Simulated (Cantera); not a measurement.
A closed system holds: 1 mol Si2Cl6, 0.021 mol Cl2, 360 mol H2, at 1 atm.

Cantera equilibrium calculation (NASA polynomials, part measured and part estimated; ideal gas, pure solids and liquids). Candidate condensed phases: Si; 19 gas species. The feed counts by its element totals alone. Gases not in the tables: Si2H6 and higher silanes. Rates play no part.

### Question
What share of the Si ends up in condensed phases as a function of T (°C), at 700, 800, 900, 1000, 1100, 1200, 1300, 1400, 1500?

### Answer
```tsv
T (°C)	Si condensed (%)	as
700	24.2	Si(s)
800	42.1	Si(s)
900	63.2	Si(s)
1000	78.2	Si(s)
1100	83.9	Si(s)
1200	85.1	Si(s)
1300	85.0	Si(s)
1400	84.4	Si(s)
1500	85.6	Si(l)
```
